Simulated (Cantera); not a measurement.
Input (Python, Cantera) and output of one run.

```python
import numpy as np
import cantera as ct

gas_names = [...]  # 92 gases of nasa_gas.yaml made of C, H, N
cond_names = """
    C(gr) C6H6(L) C7H8(L) C8H18(L),n-octa
""".split()


# ... load() reads the species with a 1 bar reference pressure and builds the phases ...
atoms = {
    'C3H8': {'C': 3, 'H': 8},
    'NH3': {'N': 1, 'H': 3},
}
top_T = {'C(gr)': 4500}  # K; cautious upper limits of use, not melting points


# ... equilibrate(T, P, feed) seeds the gas with the atoms and calls Mixture.equilibrate('TP', solver="vcs", rtol=1e-11, max_steps=5000) ...
results = []
feed = {'C3H8': 1, 'NH3': 0.2}  # mol
P = 180  # Pa
for T in [1625, 1675, 1725, 1775, 1825, 1875, 1925, 1975, 2025, 2075, 2125, 2175]:
    mix = equilibrate(T, P, feed)
    results.append((T, P, feed, dict(zip(mix.species_names, mix.species_moles))))

top = {s: max(r[3][s] / sum(r[3][g] for g in gas_names) for r in results) for s in gas_names}
cols = sorted((s for s in top if top[s] > 1e-05), key=lambda s: -top[s])[:6]
seen = [c for c in cond_names if any(r[3].get(c, 0) > 1e-12 for r in results)]
print("log10 of partial pressures in bar; condensed amounts in mol")
print(f"{'T/K':>10s}" + "".join(f"{s[:9]:>10s}" for s in cols + seen))
for T, P, feed, n in results:
    ng = sum(n[g] for g in gas_names)
    print(f"{T:10.4g}" + "".join(f"{np.log10(max(n[s] / ng * P / 1e5, 1e-99)):10.3f}" for s in cols)
          + "".join(f"{n.get(c, 0):10.4g}" for c in seen))
```

It prints:

```
log10 of partial pressures in bar; condensed amounts in mol
       T/K        H2         H        N2       HCN C2H2,acet       HNC     C(gr)
      1625    -2.756    -5.529    -4.392    -6.197    -7.205    -7.807     2.998
      1675    -2.756    -5.313    -4.393    -6.071    -6.992    -7.623     2.997
      1725    -2.757    -5.110    -4.395    -5.954    -6.792    -7.451     2.996
      1775    -2.758    -4.917    -4.398    -5.843    -6.604    -7.289     2.995
      1825    -2.760    -4.736    -4.401    -5.740    -6.428    -7.136     2.994
      1875    -2.762    -4.564    -4.404    -5.643    -6.261    -6.993     2.991
      1925    -2.765    -4.402    -4.409    -5.552    -6.104    -6.859     2.989
      1975    -2.769    -4.249    -4.415    -5.467    -5.957    -6.732     2.986
      2025    -2.775    -4.103    -4.422    -5.388    -5.819    -6.614     2.982
      2075    -2.783    -3.966    -4.431    -5.315    -5.689    -6.503     2.977
      2125    -2.793    -3.837    -4.441    -5.248    -5.569    -6.400     2.971
      2175    -2.806    -3.715    -4.453    -5.187    -5.458    -6.305     2.964
```

Cantera equilibrium calculation (NASA polynomials, part measured and part estimated; ideal gas, pure solids and liquids).
